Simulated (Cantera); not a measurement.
An isothermal plug-flow reactor at 975 K and 3380 Torr (inlet), inlet velocity 1.6 m/s, active area per volume 1000 1/m; feed 0.311 % CH₄, 2.11 % O₂, 87.7 % N₂, 9.88 % H₂O.

Computed with Cantera and Deutschmann's 1995 Pt surface mechanism with GRI-Mech 3.0 gas chemistry. Catalytic surfaces can have several steady states; this one follows from the mechanism file's or the stated starting coverage. Mass transfer to the wall is taken as infinitely fast.

x: gas mole fraction; θ: surface coverage.

```tsv
z (m)	x CH₄	x O₂	x H₂O	x CO₂	x CO	θ free Pt	θ O*	θ OH*
0.00054	0.00306	0.0210	0.0989	5.01e-5	1.31e-6	0.172	0.816	0.0123
0.0012	0.00299	0.0209	0.0990	0.000112	1.33e-6	0.172	0.816	0.0123
0.0025	0.00287	0.0206	0.0993	0.000231	1.28e-6	0.172	0.815	0.0123
0.0054	0.00262	0.0201	0.0998	0.000481	1.17e-6	0.173	0.814	0.0124
0.012	0.00211	0.0191	0.101	0.000979	9.55e-7	0.175	0.812	0.0125
0.025	?	0.0176	0.102	?	?	0.178	0.809	0.0127
0.054	?	?	0.104	?	?	0.182	0.805	0.0129
```

**Question.** What belongs in the gaps?

**Answer.** 
- 0.025, x CH₄: 0.00136
- 0.025, x CO₂: 0.00172
- 0.025, x CO: 6.31e-7
- 0.054, x CH₄: 0.000479
- 0.054, x O₂: 0.0159
- 0.054, x CO₂: 0.00258
- 0.054, x CO: 2.76e-7
